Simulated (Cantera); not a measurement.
Feed: 1 mol SiC, 0.037 mol O₂, 650 mol H₂, 0.52 mol N₂O, equilibrated at 1.00 Torr.

Method: chemical equilibrium by Gibbs-energy minimisation in Cantera with the NASA 1993 tables (ideal gas, pure condensed phases). Candidate condensed phases: C, C₆H₆, C₇H₈, C₈H₁₈, H₂O, Si, SiC, SiO₂, Si₂N₂O, Si₃N₄; 151 gas species. Kinetics and transport are ignored. All values below are at 1598 K.

Base state: H₂ 0.997, H 0.00146, N₂ 0.000796, CO 0.000462, SiO 0.000450, Si 1.35e-5 (mole fractions); condensed: SiC(s).

Question: What changes in the equilibrium state with this change: N₂O from 0.52 to 0.9 mol?

Answer: 
| species | before | after |
|---|---|---|
| H₂ | 0.997 | 0.996 |
| H | 0.00146 | 0.00145 |
| N₂ | 0.000796 | 0.00138 |
| SiO | 0.000450 | 0.000741 |
| CO | 0.000462 | 0.000752 |
| Si | 1.35e-5 | 1.35e-5 |
| SiC(s), mol | 0.697 | 0.506 |
